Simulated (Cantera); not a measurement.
What does this Cantera script print?

```python
import numpy as np
import cantera as ct

gas_names = """
    AL ALCL ALCL2 ALCL3 ALH ALO ALOCL ALOH ALO2 ALO2H AL2 AL2CL6 AL2O AL2O2 CL CLO CL2 H HALO HCL HOCL
    HO2 H2 H2O H2O2 O OH O2 O3
""".split()
cond_names = """
    AL(cr) AL(L) ALCL3(s) ALCL3(L) AL2O3(a) AL2O3(L) H2O(s) H2O(L)
""".split()


# ... load() reads the species with a 1 bar reference pressure and builds the phases ...
atoms = {
    'Al2O3': {'AL': 2, 'O': 3},
    'HCl': {'H': 1, 'CL': 1},
    'H2': {'H': 2},
}
top_T = {}  # K; cautious upper limits of use, not melting points


# ... equilibrate(T, P, feed) seeds the gas with the atoms and calls Mixture.equilibrate('TP', solver="vcs", rtol=1e-11, max_steps=5000) ...
results = []
feed = {'Al2O3': 1, 'HCl': 37, 'H2': 0.71}  # mol
P = 100000  # Pa
for T in [848, 923, 998, 1073, 1148, 1223, 1298, 1373]:
    mix = equilibrate(T, P, feed)
    results.append((T, P, feed, dict(zip(mix.species_names, mix.species_moles))))
    x = sorted(zip(gas.X, gas.species_names), reverse=True)
    print(f"T = {T:g} K  P = {P:g} Pa  gas = {mix.phase_moles(0):.4g} mol")
    print("   x: " + "  ".join(f"{s} {v:.3e}" for v, s in x if v > 1e-05))
    print("   condensed (mol): " + ("  ".join(f"{mix.phase(i).name} {mix.phase_moles(i):.4g}"
          for i in range(1, mix.n_phases) if mix.phase_moles(i) > 1e-12) or "none"))
```

It prints:

```
T = 848 K  P = 100000 Pa  gas = 37.71 mol
   x: HCL 9.810e-01  H2 1.883e-02  H2O 1.277e-04  ALCL3 8.513e-05
   condensed (mol): AL2O3(a) 0.9984
T = 923 K  P = 100000 Pa  gas = 37.71 mol
   x: HCL 9.807e-01  H2 1.883e-02  H2O 2.687e-04  ALCL3 1.791e-04
   condensed (mol): AL2O3(a) 0.9966
T = 998 K  P = 100000 Pa  gas = 37.7 mol
   x: HCL 9.803e-01  H2 1.883e-02  H2O 5.036e-04  ALCL3 3.357e-04
   condensed (mol): AL2O3(a) 0.9937
T = 1073 K  P = 100000 Pa  gas = 37.7 mol
   x: HCL 9.797e-01  H2 1.883e-02  H2O 8.611e-04  ALCL3 5.740e-04
   condensed (mol): AL2O3(a) 0.9892
T = 1148 K  P = 100000 Pa  gas = 37.69 mol
   x: HCL 9.789e-01  H2 1.884e-02  H2O 1.368e-03  ALCL3 9.120e-04
   condensed (mol): AL2O3(a) 0.9828
T = 1223 K  P = 100000 Pa  gas = 37.68 mol
   x: HCL 9.777e-01  H2 1.884e-02  H2O 2.047e-03  ALCL3 1.365e-03
   condensed (mol): AL2O3(a) 0.9743
T = 1298 K  P = 100000 Pa  gas = 37.67 mol
   x: HCL 9.763e-01  H2 1.885e-02  H2O 2.915e-03  ALCL3 1.943e-03
   condensed (mol): AL2O3(a) 0.9634
T = 1373 K  P = 100000 Pa  gas = 37.66 mol
   x: HCL 9.745e-01  H2 1.886e-02  H2O 3.982e-03  ALCL3 2.654e-03  CL 1.958e-05
   condensed (mol): AL2O3(a) 0.95
```

Method: chemical equilibrium by Gibbs-energy minimisation in Cantera with the NASA 1993 tables (ideal gas, pure condensed phases). Condensed phases not in the tables: AlOCl.
